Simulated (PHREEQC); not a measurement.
**Ultrapure water in contact with air or piping: speciation**

Synthetic water in mg/L, 25 °C, pH 6.93, pe 0.2:

```
constituent             mg/L
------------------  --------
Na                   0.00602
K                      0.126
Ca                    0.0697
Mg                    0.0115
Cl                    0.0375
S(6) as SO4            0.333
Alkalinity as HCO3   0.00919
N(-3) as NH4        0.000583
B                    0.00263
Mn(2)                0.00801
Si as SiO2          0.000818
Sr                  0.000123
```

Valence states are taken as typed.

Model: ion-association model, phreeqc.dat, run in PHREEQC.

Each row changes one thing in this solution. This is a speciation only: nothing precipitates in the calculation.

```
case                                         HCO3- (mol/kgw)  CO2 (mol/kgw)  H2BO3- (mol/kgw)  CaSO4 (mol/kgw)  MgSO4 (mol/kgw)  NH3 (mol/kgw)  SI of Quartz (SiO2)
-------------------------------------------  ---------------  -------------  ----------------  ---------------  ---------------  -------------  -------------------
as made                                              1.81e-7        4.75e-8           1.19e-9          1.03e-9         3.71e-10       1.55e-10                -3.89
Mg from 0.0115 to 0.023 mg/L                         1.81e-7        4.75e-8           1.19e-9          1.03e-9         7.40e-10       1.55e-10                -3.89
Ca from 0.0697 to 0.139 mg/L                         1.81e-7        4.75e-8           1.19e-9          2.05e-9         3.69e-10       1.55e-10                -3.89
pH from 6.93 to 6.43 at the same alkalinity       (withheld)     (withheld)          3.78e-10          1.03e-9         3.71e-10       4.93e-11                -3.89
```

Task: What belongs in the gaps?

Result: 
- pH from 6.93 to 6.43 at the same alkalinity, HCO3- (mol/kgw): 4.96e-7
- pH from 6.93 to 6.43 at the same alkalinity, CO2 (mol/kgw): 4.13e-7
